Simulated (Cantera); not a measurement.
Input (Python, Cantera) and output of one run.

```python
import numpy as np
import cantera as ct

gas_names = """
    Br Br2 N N2 Si SiBr SiBr2 SiBr3 SiBr4 SiN Si2 Si2N Si3
""".split()
cond_names = """
    Br2(cr) Br2(L) Si(cr) Si(L) Si3N4(a)
""".split()


# ... load() reads the species with a 1 bar reference pressure and builds the phases ...
atoms = {
    'Si': {'Si': 1},
    'Br2': {'Br': 2},
    'N2': {'N': 2},
}
top_T = {'Si3N4(a)': 2400}  # K; cautious upper limits of use, not melting points


# ... equilibrate(T, P, feed) seeds the gas with the atoms and calls Mixture.equilibrate('TP', solver="vcs", rtol=1e-11, max_steps=5000) ...
results = []
feed = {'Si': 1, 'Br2': 1.6, 'N2': 93}  # mol
P = 13332.2  # Pa
for T in [1123, 1173, 1223, 1273, 1323, 1373, 1423, 1473, 1523, 1573, 1623, 1673, 1723, 1773]:
    mix = equilibrate(T, P, feed)
    results.append((T, P, feed, dict(zip(mix.species_names, mix.species_moles))))

top = {s: max(r[3][s] / sum(r[3][g] for g in gas_names) for r in results) for s in gas_names}
cols = sorted((s for s in top if top[s] > 1e-05), key=lambda s: -top[s])[:8]
seen = [c for c in cond_names if any(r[3].get(c, 0) > 1e-12 for r in results)]
print("log10 of partial pressures in bar; condensed amounts in mol")
print(f"{'T/K':>10s}" + "".join(f"{s[:9]:>10s}" for s in cols + seen))
for T, P, feed, n in results:
    ng = sum(n[g] for g in gas_names)
    print(f"{T:10.4g}" + "".join(f"{np.log10(max(n[s] / ng * P / 1e5, 1e-99)):10.3f}" for s in cols)
          + "".join(f"{n.get(c, 0):10.4g}" for c in seen))
```

Output:

```
log10 of partial pressures in bar; condensed amounts in mol
       T/K        N2        Br     SiBr2     SiBr4     SiBr3       Br2      SiBr  Si3N4(a)
      1123    -0.879    -5.010    -5.963    -2.946    -5.467    -6.661   -13.298   0.06694
      1173    -0.879    -4.704    -5.424    -2.948    -5.135    -6.439   -12.267     0.067
      1223    -0.879    -4.424    -4.932    -2.954    -4.833    -6.237   -11.323   0.06671
      1273    -0.879    -4.167    -4.482    -2.965    -4.560    -6.054   -10.456   0.06528
      1323    -0.879    -3.932    -4.073    -2.988    -4.318    -5.891    -9.659   0.06094
      1373    -0.880    -3.720    -3.706    -3.031    -4.110    -5.751    -8.926   0.05044
      1423    -0.880    -3.532    -3.387    -3.114    -3.949    -5.642    -8.256   0.02937
      1473    -0.881    -3.362    -3.145    -3.253    -3.858    -5.548    -7.683         0
      1523    -0.882    -3.135    -3.063    -3.393    -3.850    -5.326    -7.359         0
      1573    -0.883    -2.972    -2.984    -3.620    -3.888    -5.217    -7.003         0
      1623    -0.884    -2.871    -2.925    -3.951    -3.991    -5.219    -6.633         0
      1673    -0.885    -2.819    -2.890    -4.370    -4.153    -5.308    -6.262         0
      1723    -0.885    -2.796    -2.873    -4.831    -4.346    -5.443    -5.903         0
      1773    -0.885    -2.785    -2.865    -5.297    -4.548    -5.593    -5.561         0
```

These are equilibrium values from Cantera (NASA tables, ideal gas, pure condensed phases), not measurements of a reactor. N2 is the only nitrogen source here; it is nearly inert below about 1500 K, so the nitride shown seldom forms there in practice. The tables' values for SiBr3, SiBr are old estimates; treat these amounts as uncertain.
